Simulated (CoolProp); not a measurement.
Hexamethyldisiloxane (MM) along the isobar 26.7 bar: density (kg/m³) from the reference equation and from simpler models built on Tc = 518.7 K, pc = 19.31 bar, ω = 0.418; each cubic takes its own stable root.

Model: reference Helmholtz-energy equation of state, Thol 2016, in CoolProp.

| T (K) | phase | reference | Soave-Redlich-Kwong | Peng-Robinson |
|---|---|---|---|---|
| 228.2 | liquid | 834.0 | 758.0 | 849.7 |
| 233.9 | liquid | 828.3 | 754.7 | 846.2 |
| 239.7 | liquid | 822.5 | 751.3 | 842.6 |
| 245.5 | liquid | 816.7 | 747.8 | 838.9 |
| 251.3 | liquid | 810.9 | 744.2 | 835.1 |
| 257.1 | liquid | 805.1 | 740.5 | 831.2 |
| 262.9 | liquid | 799.3 | 736.7 | 827.2 |
| 268.7 | liquid | 793.5 | 732.8 | 823.1 |
| 274.5 | liquid | 787.7 | 728.8 | 818.9 |
| 280.3 | liquid | 781.8 | 724.8 | 814.5 |
| 286 | liquid | 776.1 | 720.7 | 810.1 |
| 291.8 | liquid | 770.2 | 716.4 | 805.6 |
